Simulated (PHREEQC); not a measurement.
Dissolve 1.5 mmol/kgw HF and 120 mmol/kgw NaF at 26 °C. Closed to the air; pH follows from the charge balance.

Computed with PHREEQC (ion-association model, wateq4f.dat).

No solid was allowed to form.

Q: Predict the pH.

A: pH 5.10.

Q: In which forms is Na present?

A: Na+ 96 %, NaF 3.6 % of the Na.

Complexes and solids missing from the database can't appear.
